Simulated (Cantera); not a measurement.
Stirred combustor or abatement burner

A perfectly stirred reactor is fed with CO : H2 : O2 : N2 : H2O = 1 : 0.72 : 1.62 : 6.1 : 0.96 (molar parts), equivalence ratio 0.53, at 1.50 bar; it is adiabatic with a 548 K inlet, and is followed from long to short residence time, starting on the burning branch (τ in s: 0.48, 0.15, 0.044, 0.013, 0.004, 0.0012, 0.00037, 0.00011, 3.4e-05, 1e-05, 3.1e-06).

Cantera simulation using GRI-Mech 3.0 (53 species, 325 reactions); the numbers are that mechanism's predictions, not measurements.

```json
[
 {"τ (s)": "0.48", "T (K)": "1825", "x CO": "0.000179", "x H2": "5.74e-5", "x O2": "0.0795", "x N2O": "2.23e-7", "x CO2": "0.105", "x H2O2": "7.33e-8"},
 {"τ (s)": "0.15", "T (K)": "1823", "x CO": "0.000339", "x H2": "9.64e-5", "x O2": "0.0795", "x N2O": "3.31e-7", "x CO2": "0.104", "x H2O2": "9.62e-8"},
 {"τ (s)": "0.044", "T (K)": "1817", "x CO": "0.000733", "x H2": "0.000196", "x O2": "0.0796", "x N2O": "5.38e-7", "x CO2": "0.104", "x H2O2": "1.48e-7"},
 {"τ (s)": "0.013", "T (K)": "1805", "x CO": "0.00162", "x H2": "0.000423", "x O2": "0.0798", "x N2O": "7.38e-7", "x CO2": "0.103", "x H2O2": "2.44e-7"},
 {"τ (s)": "0.0040", "T (K)": "1782", "x CO": "0.00345", "x H2": "0.000885", "x O2": "0.0804", "x N2O": "7.53e-7", "x CO2": "0.101", "x H2O2": "4.03e-7"},
 {"τ (s)": "0.0012", "T (K)": "1736", "x CO": "0.00733", "x H2": "0.00180", "x O2": "0.0820", "x N2O": "6.20e-7", "x CO2": "0.0968", "x H2O2": "6.96e-7"},
 {"τ (s)": "0.00037", "T (K)": "1649", "x CO": "0.0153", "x H2": "0.00333", "x O2": "0.0857", "x N2O": "4.65e-7", "x CO2": "0.0881", "x H2O2": "1.33e-6"},
 {"τ (s)": "0.00011", "T (K)": "1446", "x CO": "0.0387", "x H2": "0.00622", "x O2": "0.0980", "x N2O": "2.96e-7", "x CO2": "0.0632", "x H2O2": "4.03e-6"},
 {"τ (s)": "3.4e-5", "T (K)": "548", "x CO": "0.0962", "x H2": "0.0692", "x O2": "0.156", "x N2O": "<1e-12", "x CO2": "<1e-12", "x H2O2": "<1e-12"},
 {"τ (s)": "1.0e-5", "T (K)": "548", "x CO": "0.0962", "x H2": "0.0692", "x O2": "0.156", "x N2O": "<1e-12", "x CO2": "<1e-12", "x H2O2": "<1e-12"},
 {"τ (s)": "3.1e-6", "T (K)": "548", "x CO": "0.0962", "x H2": "0.0692", "x O2": "0.156", "x N2O": "<1e-12", "x CO2": "<1e-12", "x H2O2": "<1e-12"}
]
```
x: mole fraction; the columns are a selection and need not sum to one.
